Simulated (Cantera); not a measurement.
Charge: 1 mol V2O5, 0.44 mol H2, 2.8 mol H2O, equilibrated at 2223 K and 0.180 bar.

These are equilibrium values from Cantera (NASA tables, ideal gas, pure condensed phases), not measurements of a reactor. Candidate condensed phases: H2O, V, VO, V2O3, V2O4, V2O5; 12 gas species. Condensed phases not in the tables: the oxides between V2O3 and V2O5 other than VO2. The numbers say what is thermodynamically allowed, not how fast it happens.

Base state: H2O 0.868, O2 0.0762, VO2 0.0236, OH 0.0192, H2 0.00975, O 0.00203, H 0.00149 (mole fractions); condensed: V2O4(l).

What changes in the equilibrium state with this change: temperature from 2223 K to 1850 K?


```
species        before     after
------------  -------  --------
H2O             0.868     0.917
O2             0.0762    0.0788
OH             0.0192   0.00337
VO2            0.0236  0.000407
H             0.00149   3.24e-5
O             0.00203  0.000128
V2O4(l), mol    0.957     0.999
```
